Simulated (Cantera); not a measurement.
What does this Cantera script print?

```python
import numpy as np
import cantera as ct

gas_names = """
    Cu CuO Cu2 H HNO HNO2 HNO3 HO2 H2 H2O H2O2 N NH NH2 NH3 NH2OH NO NO2 NO3 N2 N2H2 N2H4 N2O O OH O2 O3
""".split()
cond_names = """
    Cu(cr) Cu(L) CuO(s) CuO2H2(s) Cu2O(s) Cu2O(L) H2O(s) H2O(L)
""".split()


# ... load() reads the species with a 1 bar reference pressure and builds the phases ...
atoms = {
    'Cu2O': {'Cu': 2, 'O': 1},
    'H2': {'H': 2},
    'N2': {'N': 2},
}
top_T = {'CuO(s)': 1390}  # K; cautious upper limits of use, not melting points


# ... equilibrate(T, P, feed) seeds the gas with the atoms and calls Mixture.equilibrate('TP', solver="vcs", rtol=1e-11, max_steps=5000) ...
results = []
feed = {'Cu2O': 1, 'H2': 6.8, 'N2': 78}  # mol
P = 55  # Pa
for T in [1100, 1200, 1300, 1400, 1500, 1600, 1700, 1800, 1900]:
    mix = equilibrate(T, P, feed)
    results.append((T, P, feed, dict(zip(mix.species_names, mix.species_moles))))
    x = sorted(zip(gas.X, gas.species_names), reverse=True)
    print(f"T = {T:g} K  P = {P:g} Pa  gas = {mix.phase_moles(0):.4g} mol")
    print("   x: " + "  ".join(f"{s} {v:.3e}" for v, s in x if v > 0.0001))
    print("   condensed (mol): " + ("  ".join(f"{mix.phase(i).name} {mix.phase_moles(i):.4g}"
          for i in range(1, mix.n_phases) if mix.phase_moles(i) > 1e-12) or "none"))
```

Output:

```
T = 1100 K  P = 55 Pa  gas = 84.8 mol
   x: N2 9.198e-01  H2 6.840e-02  H2O 1.179e-02
   condensed (mol): Cu(cr) 2
T = 1200 K  P = 55 Pa  gas = 84.8 mol
   x: N2 9.198e-01  H2 6.839e-02  H2O 1.179e-02
   condensed (mol): Cu(cr) 1.998
T = 1300 K  P = 55 Pa  gas = 84.82 mol
   x: N2 9.195e-01  H2 6.837e-02  H2O 1.179e-02  Cu 2.868e-04
   condensed (mol): Cu(cr) 1.976
T = 1400 K  P = 55 Pa  gas = 85.01 mol
   x: N2 9.175e-01  H2 6.820e-02  H2O 1.176e-02  Cu 2.452e-03
   condensed (mol): Cu(L) 1.791
T = 1500 K  P = 55 Pa  gas = 86.1 mol
   x: N2 9.060e-01  H2 6.727e-02  Cu 1.495e-02  H2O 1.161e-02  H 1.947e-04
   condensed (mol): Cu(L) 0.7116
T = 1600 K  P = 55 Pa  gas = 86.83 mol
   x: N2 8.984e-01  H2 6.650e-02  Cu 2.302e-02  H2O 1.151e-02  H 5.978e-04
   condensed (mol): none
T = 1700 K  P = 55 Pa  gas = 86.87 mol
   x: N2 8.979e-01  H2 6.597e-02  Cu 2.302e-02  H2O 1.150e-02  H 1.614e-03
   condensed (mol): none
T = 1800 K  P = 55 Pa  gas = 86.97 mol
   x: N2 8.968e-01  H2 6.477e-02  Cu 2.299e-02  H2O 1.145e-02  H 3.886e-03
   condensed (mol): none
T = 1900 K  P = 55 Pa  gas = 87.18 mol
   x: N2 8.947e-01  H2 6.240e-02  Cu 2.294e-02  H2O 1.132e-02  H 8.452e-03  OH 1.259e-04
   condensed (mol): none
```

These are equilibrium values from Cantera (NASA tables, ideal gas, pure condensed phases), not measurements of a reactor.
